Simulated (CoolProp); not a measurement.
Vapour-liquid equilibrium of R22 (1) + dimethyl ether (2) at -72.55 °C; x and y are mole fractions of (1).

The numbers come from the multi-fluid Helmholtz-energy mixture model, Kamei 1995 and Wu 2011; pair parameters Bell 2016 in CoolProp.

### Question
Give the bubble pressure and the first vapour's composition at x = 0.45, 0.65, 0.85. Is there an azeotrope?

### Answer
x = 0.45: 0.007022 MPa, y = 0.579; x = 0.65: 0.009544 MPa, y = 0.871; x = 0.85: 0.01410 MPa, y = 0.982. y crosses x between x = 0.25 and 0.35: the model has an azeotrope there.

The pair parameters rest on a limited set of measurements; away from them the model extrapolates.
